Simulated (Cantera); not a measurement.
A Cantera script and what it prints.

```python
import numpy as np
import cantera as ct

gas_names = """
    H HNO HNO2 HNO3 HO2 H2 H2O H2O2 N NH NH2 NH3 NH2OH NO NO2 NO3 N2 N2H2 N2H4 N2O O OH O2 O3 Si SiH
    SiH2 SiH3 SiH4 SiN SiO SiO2 Si2 Si2N Si3
""".split()
cond_names = """
    H2O(s) H2O(L) Si(cr) Si(L) SiO2(Lqz) SiO2(hqz) SiO2(L) Si2N2O(s) Si3N4(a)
""".split()


def load(file, names, dense=False):
    # The tables refer to 1 bar. Condensed volumes are neglected.
    table = {s.name: s for s in ct.Species.list_from_file(file)}
    out = []
    for n in names:
        d = dict(table[n].input_data)
        d["thermo"] = dict(d["thermo"], **{"reference-pressure": 1e5})
        if dense:
            d["equation-of-state"] = {"model": "constant-volume", "density": "1e6 g/cm^3"}
        out.append(ct.Species.from_dict(d))
    return out


gas = ct.Solution(thermo="ideal-gas", species=load("nasa_gas.yaml", gas_names))
cond = {s.name: ct.Solution(thermo="fixed-stoichiometry", species=[s], name=s.name)
        for s in load("nasa_condensed.yaml", cond_names, dense=True)}
atoms = {
    'Si': {'Si': 1},
    'N2O': {'N': 2, 'O': 1},
    'H2': {'H': 2},
}
top_T = {'Si2N2O(s)': 2100, 'Si3N4(a)': 2400}  # K; cautious upper limits of use, not melting points


def equilibrate(T, P, feed):
    n = {}
    for name, mol in feed.items():
        for a, k in atoms[name].items():
            n[a] = n.get(a, 0.0) + k * mol
    gas.TPX = T, P, n
    mass = sum(n.values()) * gas.mean_molecular_weight
    gas.equilibrate("TP")
    valid = [c for c in cond.values() if c.min_temp <= T <= top_T.get(c.name, c.max_temp)]
    mix = ct.Mixture([(gas, mass / gas.mean_molecular_weight)] + [(c, 0.0) for c in valid])
    mix.T, mix.P = T, P
    mix.equilibrate("TP", solver="vcs", rtol=1e-11, max_steps=5000)
    return mix


results = []
feed = {'Si': 1, 'N2O': 0.06, 'H2': 65}  # mol
P = 19  # Pa
for T in [1400, 1500, 1600, 1700, 1800, 1900, 2000, 2100, 2200]:
    mix = equilibrate(T, P, feed)
    results.append((T, P, feed, dict(zip(mix.species_names, mix.species_moles))))
    x = sorted(zip(gas.X, gas.species_names), reverse=True)
    print(f"T = {T:g} K  P = {P:g} Pa  gas = {mix.phase_moles(0):.4g} mol")
    print("   x: " + "  ".join(f"{s} {v:.3e}" for v, s in x if v > 0.0001))
    print("   condensed (mol): " + ("  ".join(f"{mix.phase(i).name} {mix.phase_moles(i):.4g}"
          for i in range(1, mix.n_phases) if mix.phase_moles(i) > 1e-12) or "none"))
```

Result:

```
T = 1400 K  P = 19 Pa  gas = 65.13 mol
   x: H2 9.978e-01  SiO 9.212e-04  N2 9.212e-04  H 3.525e-04
   condensed (mol): Si(cr) 0.9397
T = 1500 K  P = 19 Pa  gas = 65.17 mol
   x: H2 9.968e-01  H 1.275e-03  SiO 9.207e-04  N2 9.207e-04
   condensed (mol): Si(cr) 0.9361
T = 1600 K  P = 19 Pa  gas = 65.28 mol
   x: H2 9.937e-01  H 3.932e-03  SiO 9.191e-04  N2 9.188e-04  Si 5.132e-04
   condensed (mol): Si(cr) 0.9049
T = 1700 K  P = 19 Pa  gas = 65.71 mol
   x: H2 9.839e-01  H 1.060e-02  Si 3.571e-03  SiO 9.131e-04  N2 9.119e-04
   condensed (mol): Si(L) 0.6963
T = 1800 K  P = 19 Pa  gas = 66.9 mol
   x: H2 9.588e-01  H 2.544e-02  Si 1.364e-02  SiO 8.969e-04  N2 8.940e-04  SiH 2.100e-04
   condensed (mol): none
T = 1900 K  P = 19 Pa  gas = 67.94 mol
   x: H2 9.289e-01  H 5.549e-02  Si 1.362e-02  SiO 8.832e-04  N2 8.820e-04  SiH 1.570e-04
   condensed (mol): none
T = 2000 K  P = 19 Pa  gas = 69.91 mol
   x: H2 8.745e-01  H 1.103e-01  Si 1.331e-02  SiO 8.582e-04  N2 8.575e-04  SiH 1.164e-04
   condensed (mol): none
T = 2100 K  P = 19 Pa  gas = 73.41 mol
   x: H2 7.853e-01  H 2.003e-01  Si 1.271e-02  SiO 8.173e-04  N2 8.168e-04
   condensed (mol): none
T = 2200 K  P = 19 Pa  gas = 79.15 mol
   x: H2 6.557e-01  H 3.309e-01  Si 1.181e-02  SiO 7.580e-04  N2 7.576e-04
   condensed (mol): none
```

These are equilibrium values from Cantera (NASA tables, ideal gas, pure condensed phases), not measurements of a reactor. Gases not in the tables: Si2H6 and higher silanes.
